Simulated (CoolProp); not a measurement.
A closed Brayton cycle with carbon dioxide: compressor inlet 317.15 K and 8.7 MPa, high pressure 21.6 MPa, turbine inlet 835 K, compressor efficiency 0.89, turbine efficiency 0.93, recuperator effectiveness 0.9 (on enthalpy, no pinch check). Each further row changes one setting.

Computed with CoolProp (reference Helmholtz-energy equation of state, Span 1996).

```json
[
 {"case": "as stated", "thermal efficiency (%)": "35.3", "net work (kJ/kg)": "90.7", "compressor to turbine work": "0.28", "compressor exit (K)": "379.2", "turbine exit (K)": "721.7"},
 {"case": "turbine inlet 785 K", "thermal efficiency (%)": "…", "net work (kJ/kg)": "82.2", "compressor to turbine work": "0.30", "compressor exit (K)": "379.2", "turbine exit (K)": "…"},
 {"case": "compressor inlet 327.15 K", "thermal efficiency (%)": "…", "net work (kJ/kg)": "82.2", "compressor to turbine work": "…", "compressor exit (K)": "400.9", "turbine exit (K)": "721.7"},
 {"case": "high pressure 18.4 MPa", "thermal efficiency (%)": "33.3", "net work (kJ/kg)": "77.2", "compressor to turbine work": "0.26", "compressor exit (K)": "368.2", "turbine exit (K)": "741.2"},
 {"case": "recuperator effectiveness 0.5", "thermal efficiency (%)": "21.7", "net work (kJ/kg)": "90.7", "compressor to turbine work": "0.28", "compressor exit (K)": "379.2", "turbine exit (K)": "721.7"}
]
```

**Question.** Fill in the missing entries.

**Answer.** 
- turbine inlet 785 K, thermal efficiency (%): 33.8
- turbine inlet 785 K, turbine exit (K): 675.8
- compressor inlet 327.15 K, thermal efficiency (%): 34.6
- compressor inlet 327.15 K, compressor to turbine work: 0.35
